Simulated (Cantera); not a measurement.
**Ammonia decomposition in nitride growth gas**

An isothermal, constant-pressure homogeneous reactor starts with 19.6 % NH₃, 80.4 % N₂, at 1473 K and 1050 Torr.

Cantera simulation using the gas-phase N/H chemistry of the illustrative SiF4/NH3 mechanism in the Surface Chemkin manual (1991); the numbers are that mechanism's predictions, not measurements. Walls and surfaces, which speed up NH3 decomposition in real reactors, are not modelled.

```json
[
 {"t (s)": "0.000200", "x NH₃": "0.196", "x H₂": "2.26e-7", "x N₂H₄": "4.44e-11", "x N": "<1e-12", "x N₂H₂": "2.43e-11", "x N₂": "0.804"},
 {"t (s)": "0.000726", "x NH₃": "0.196", "x H₂": "8.32e-7", "x N₂H₄": "6.22e-10", "x N": "<1e-12", "x N₂H₂": "3.93e-10", "x N₂": "0.804"},
 {"t (s)": "0.00263", "x NH₃": "0.196", "x H₂": "3.52e-6", "x N₂H₄": "8.06e-9", "x N": "1.18e-12", "x N₂H₂": "5.59e-9", "x N₂": "0.804"},
 {"t (s)": "0.00955", "x NH₃": "0.196", "x H₂": "2.95e-5", "x N₂H₄": "5.76e-8", "x N": "8.91e-12", "x N₂H₂": "4.29e-8", "x N₂": "0.804"},
 {"t (s)": "0.0346", "x NH₃": "0.196", "x H₂": "0.000197", "x N₂H₄": "7.39e-8", "x N": "3.01e-11", "x N₂H₂": "5.57e-8", "x N₂": "0.804"},
 {"t (s)": "0.126", "x NH₃": "0.195", "x H₂": "0.000814", "x N₂H₄": "7.23e-8", "x N": "1.01e-10", "x N₂H₂": "5.52e-8", "x N₂": "0.804"},
 {"t (s)": "0.456", "x NH₃": "0.194", "x H₂": "0.00301", "x N₂H₄": "6.77e-8", "x N": "3.47e-10", "x N₂H₂": "5.33e-8", "x N₂": "0.803"},
 {"t (s)": "1.65", "x NH₃": "0.188", "x H₂": "0.0104", "x N₂H₄": "5.77e-8", "x N": "8.87e-10", "x N₂H₂": "4.71e-8", "x N₂": "0.802"},
 {"t (s)": "6.00", "x NH₃": "0.171", "x H₂": "0.0314", "x N₂H₄": "4.03e-8", "x N": "1.17e-9", "x N₂H₂": "3.32e-8", "x N₂": "0.798"}
]
```
x: mole fraction; the columns are a selection and need not sum to one.

Equilibrium at this temperature and pressure: NH₃ 9.82e-6, H₂ 0.246, N₂H₄ <1e-12, N <1e-12, N₂H₂ <1e-12, N₂ 0.754 (gas phase only).
